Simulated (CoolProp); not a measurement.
Vapour-liquid equilibrium of carbon dioxide (1) + CH2F2 (R32) (2) at 0.715 MPa; x and y are mole fractions of (1).

Computed with CoolProp (multi-fluid Helmholtz-energy mixture model, Span 1996 and Tillner-Roth 1997; pair parameters Bell 2016).

Problem. Give the bubble temperature and the first vapour's composition at x = 0.25, 0.65, 0.85. Is there an azeotrope?

Solution. x = 0.25: 250.0 K, y = 0.590; x = 0.65: 233.0 K, y = 0.895; x = 0.85: 227.7 K, y = 0.962. No azeotrope shows between x = 0.05 and 0.95.

Pair parameters are fitted to limited data, so mixtures are less certain than the pure fluids. The gap from Raoult's law changes sign with composition, which may be real or a fault of the pair parameters; it wasn't checked against measurements.
